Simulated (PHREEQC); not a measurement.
# Alkaline etch or developer: an equilibrium model

Consider water at 25 °C with 0.0016 mol/kgw KOH, 5.5e-05 mol/kgw H3BO3 and 0.0035 mol/kgw K3PO4. It is in equilibrium with CO2 at log p = -2 (atm). Otherwise closed; pH follows from the charge balance.

Equilibrium calculation in PHREEQC: ion-association model, phreeqc.dat.

Precipitation was switched off in this run.

Task: Predict the pH, ionic strength.

Result: pH 7.54; ionic strength 0.0147 mol/kgw.

Task: In which forms is P present?

Result: HPO4-2 75 %, H2PO4- 24 %, KHPO4- 1.1 % of the P.

Complexes and solids missing from the database can't appear.
